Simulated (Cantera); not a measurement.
A closed system holds: 1 mol SiHCl₃, 0.68 mol Cl₂, 33 mol H₂, at 1675 K and 2.20 mbar.

These are equilibrium values from Cantera (NASA tables, ideal gas, pure condensed phases), not measurements of a reactor. Candidate condensed phases: Si; 19 gas species. The tables' values for SiCl, SiCl₃ are old estimates; treat these amounts as uncertain. Gases not in the tables: Si₂H₆ and higher silanes. The numbers say what is thermodynamically allowed, not how fast it happens.

Base state: H₂ 0.899, HCl 0.0756, SiCl₂ 0.0229, H 0.00235, Si 0.000197, Cl 0.000154, SiCl 0.000142, SiCl₃ 7.83e-5 (mole fractions); condensed: Si(s).

What changes in the equilibrium state with this change: SiHCl₃ replaced by SiH₂Cl₂?


```csv
species,before,after
H₂,0.899,0.919
HCl,0.0756,0.0627
SiCl₂,0.0229,0.0155
SiCl₃,7.83e-5,4.33e-5
SiCl,0.000142,0.000116
Cl,0.000154,0.000126
"Si(s), mol",0.164,0.434
```
